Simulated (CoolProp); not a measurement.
n-perfluoropentane along the isobar 0.419 MPa: fugacity coefficient from the reference equation and from simpler models built on Tc = 421.0 K, pc = 2.063 MPa, ω = 0.436; each cubic takes its own stable root.

Values from CoolProp's reference Helmholtz-energy equation of state, Gao 2022.

```
T (K)   phase  reference
-----  ------  ---------
170    liquid   1.182e-5
193.8  liquid  0.0002435
217.5  liquid   0.002294
241.2  liquid    0.01275
264.9  liquid    0.04854
288.7  liquid     0.1403
312.4  liquid     0.3266
336.1  liquid     0.6443
359.8     gas     0.8799
383.6     gas     0.9045
407.3     gas     0.9229
```

### Question
How far does each simpler model (van der Waals, Soave-Redlich-Kwong) lie from the reference over these 11 states: mean and median of the absolute difference, and the worst?

### Answer
- van der Waals: mean 26431.9 %, median 454.2 %, worst +247023.5 % at 170 K and 0.419 MPa
- Soave-Redlich-Kwong: mean 1.0 %, median 0.3 %, worst +5.5 % at 170 K and 0.419 MPa

At some of these states van der Waals gives the other phase, because its saturation line lies elsewhere.
